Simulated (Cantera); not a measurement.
**Pyrogenic steam for wet oxidation**

An isothermal, constant-pressure homogeneous reactor starts with 21.6 % H2, 11.4 % O2, 67.0 % N2, at 1423 K and 0.330 bar.

Model: the H2/O2 subset of GRI-Mech 3.0, which has no nitrogen chemistry, integrated in Cantera. The temperature is held fixed by assumption; the heat of reaction is taken as removed at once.

| t (s) | x H2 | x O2 | x OH | x HO2 | x H2O2 | x O |
|---|---|---|---|---|---|---|
| 5.00e-5 | 0.210 | 0.111 | 0.000420 | 1.08e-5 | 1.73e-7 | 0.000544 |
| 0.000251 | 0.0295 | 0.0265 | 0.00628 | 7.34e-6 | 1.24e-6 | 0.00926 |
| 0.00126 | 0.0116 | 0.0123 | 0.00264 | 3.88e-6 | 8.48e-7 | 0.00130 |
| 0.00630 | 0.00218 | 0.00725 | 0.000862 | 1.71e-6 | 2.86e-7 | 0.000131 |
| 0.0316 | 0.000201 | 0.00640 | 0.000245 | 3.23e-7 | 4.99e-8 | 1.04e-5 |
| 0.158 | 1.69e-5 | 0.00636 | 7.28e-5 | 3.01e-8 | 6.15e-9 | 9.08e-7 |
| 0.794 | 3.82e-6 | 0.00636 | 3.51e-5 | 9.81e-9 | 1.60e-9 | 2.11e-7 |
| 3.98 | 3.40e-6 | 0.00636 | 3.32e-5 | 9.31e-9 | 1.44e-9 | 1.88e-7 |
| 19.9 | 3.40e-6 | 0.00636 | 3.32e-5 | 9.31e-9 | 1.44e-9 | 1.88e-7 |
| 100 | 3.40e-6 | 0.00636 | 3.32e-5 | 9.31e-9 | 1.44e-9 | 1.88e-7 |
x: mole fraction; the columns are a selection and need not sum to one.

Equilibrium at this temperature and pressure: H2 3.40e-6, O2 0.00636, OH 3.32e-5, HO2 9.31e-9, H2O2 1.44e-9, O 1.88e-7 (gas phase only).
